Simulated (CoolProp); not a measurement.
Vapour-liquid equilibrium of propylene (1) + propane (2) at 328.5 K; x and y are mole fractions of (1).

Computed with CoolProp (multi-fluid Helmholtz-energy mixture model, Lemmon 2013 and Lemmon 2009; pair parameters Bell 2016).

```tsv
x	bubble pressure, mixture model (kPa)	bubble pressure, Raoult's law (kPa)	y, mixture model	y, Raoult's law
0.05	1947	1940	0.058	0.059
0.15	1997	1978	0.169	0.174
0.25	2043	2016	0.276	0.285
0.35	2086	2053	0.379	0.392
0.45	2127	2091	0.479	0.495
0.55	2165	2129	0.576	0.594
0.65	2200	2167	0.671	0.690
0.75	2232	2204	0.766	0.782
0.85	2261	2242	0.859	0.871
0.95	2287	2280	0.953	0.958
```

The largest gap from Raoult's law is +1.7 % in bubble pressure, at x = 0.45. No azeotrope shows between x = 0.05 and 0.95.

The pair parameters rest on a limited set of measurements; away from them the model extrapolates.
